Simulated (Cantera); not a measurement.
## Thermodynamics of iron carbonyl, mercury and lead vapours, feed PbO + H2 + N2

Input: 1 mol PbO, 0.22 mol H2, 55 mol N2, held at 23.0 Pa.

These are equilibrium values from Cantera (NASA tables, ideal gas, pure condensed phases), not measurements of a reactor. Candidate condensed phases: H2O, Pb, PbO, PbO2, Pb3O4; 27 gas species. Kinetics and transport are ignored.

From 775 K to 850 K the condensed part is Pb(l) + PbO(yellow). From 925 K to 1000 K the condensed part is PbO(yellow). From 1075 K to 1225 K nothing is condensed. The main Pb-bearing gas is Pb at 775 K and PbO at 1225 K.

```csv
T (K),x N2,x PbO,x Pb,x H2O,x O2,x NO,n Pb(l),n PbO(yellow)
775,0.996,7.80e-8,0.000108,0.00398,<1e-12,<1e-12,0.214,0.780
850,0.995,3.62e-6,0.00138,0.00398,<1e-12,4.16e-12,0.143,0.780
925,0.992,8.87e-5,0.00397,0.00397,1.86e-10,4.28e-10,0,0.775
1000,0.991,0.00132,0.00396,0.00396,4.83e-7,5.32e-8,0,0.706
1075,0.978,0.0133,0.00453,0.00391,0.000306,2.87e-6,0,0
1150,0.977,0.0120,0.00582,0.00391,0.000949,9.83e-6,0,0
1225,0.976,0.0100,0.00773,0.00390,0.00190,2.50e-5,0,0
```
x: gas mole fraction; n: condensed amount in mol.
